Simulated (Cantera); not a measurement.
Feed: 1 mol C2H6, 0.034 mol NH3, 0.21 mol N2, at 1.90 mbar.

Equilibrium computed with Cantera from the NASA thermochemical tables; the gas is ideal and each condensed phase is pure. Candidate condensed phases: C, C6H6, C7H8, C8H18; 110 gas species. Ions and electrons are included (thermal ionisation). Equilibrium is a limit: real reactors are often held back by kinetics, nucleation or transport.

**Question.** What share of the C ends up in condensed phases as a function of T (K), at 2000, 2500, 3000, 3500, 4000, 4500, 5000?

**Answer.** 
| T (K) | C condensed (%) | as |
|---|---|---|
| 2000 | 99.1 | C(graphite) |
| 2500 | 94.6 | C(graphite) |
| 3000 | 0.0 | - |
| 3500 | 0.0 | - |
| 4000 | 0.0 | - |
| 4500 | 0.0 | - |
| 5000 | 0.0 | - |
